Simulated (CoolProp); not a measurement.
The numbers come from the reference Helmholtz-energy equation of state, Lemmon 2006 in CoolProp. It is a short technical equation, of lower accuracy than the large ones.

Task: For C2F6 (R116), give the phase and the cv (kJ/(kg K)), speed of sound (m/s), conductivity (mW/(m K)), Prandtl number at 425 K and 646 kPa.

Result: 
- 425 K and 646 kPa: gas; cv 0.880, speed of sound 163, conductivity 24.8, Prandtl number 0.763

Viscosity comes from a separate model (Huber 2003), an estimate that may be off by 10 % or more. Thermal conductivity comes from a separate model (Huber 2003), an estimate that may be off by 10 % or more.
